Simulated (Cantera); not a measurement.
An adiabatic, constant-pressure homogeneous reactor starts with CH4 : O2 : N2 = 1 : 3.64 : 13.7 (molar parts), at 1748 K and 190000 Pa.

Detailed kinetics in Cantera: GRI-Mech 3.0 (53 species, 325 reactions).

Task: Predict: time of steepest temperature rise; temperature at 2.00 s; equilibrium temperature; x(O2) at 2.00 s; x(OH) at 2.00 s; x(NO) at 2.00 s; x(NO2) at 2.00 s.

Result: 
```json
{
  "time_of_steepest_temperature_rise": "84.4 µs",
  "temperature at 2.00 s": "2634 K",
  "equilibrium_temperature": "2634 K",
  "x(O2) at 2.00 s": "0.0794 (gas-phase equilibrium 0.0794)",
  "x(OH) at 2.00 s": "0.0142 (gas-phase equilibrium 0.0142)",
  "x(NO) at 2.00 s": "0.0171 (gas-phase equilibrium 0.0171)",
  "x(NO2) at 2.00 s": "1.12e-5 (gas-phase equilibrium 1.12e-5)"
}
```
